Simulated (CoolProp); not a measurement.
The fluid at 293.15 K and 2.41 MPa flows at 7.9 m/s in a round tube of 10 mm bore and 0.25 µm roughness, fully developed (64/Re and Nu = 3.66 if laminar; Colebrook and Gnielinski if turbulent). The same conditions are run with several fluids, on thermodynamics alone (safety and materials aside).

Values from CoolProp's reference Helmholtz-energy equation of state of each fluid (R125: Lemmon 2005; R227EA: Lemmon 2016; water: Wagner 2002; n-decane: Lemmon 2006; o-xylene: Zhou 2012).

### Question
Rank R125, R227EA, water, n-decane, o-xylene by Reynolds number, highest first.

### Answer
R125 (614000), R227EA (419000), o-xylene (84200), water (78900), n-decane (61600)

```json
[
 {"fluid": "R125", "Darcy friction factor": "0.0131", "pressure drop (Pa/m)": "50300", "heat-transfer coefficient (W/(m² K))": "12900", "mass flow (kg/h)": "2750"},
 {"fluid": "R227EA", "Darcy friction factor": "0.0139", "pressure drop (Pa/m)": "61700", "heat-transfer coefficient (W/(m² K))": "11200", "mass flow (kg/h)": "3180"},
 {"fluid": "water", "Darcy friction factor": "0.0190", "pressure drop (Pa/m)": "59300", "heat-transfer coefficient (W/(m² K))": "29300", "mass flow (kg/h)": "2230"},
 {"fluid": "n-decane", "Darcy friction factor": "0.0201", "pressure drop (Pa/m)": "45800", "heat-transfer coefficient (W/(m² K))": "7180", "mass flow (kg/h)": "1640"},
 {"fluid": "o-xylene", "Darcy friction factor": "0.0188", "pressure drop (Pa/m)": "51700", "heat-transfer coefficient (W/(m² K))": "8280", "mass flow (kg/h)": "1970"}
]
```

Transport values come from each fluid's own correlations; those of R227EA are estimates that may be off by 10 % or more.
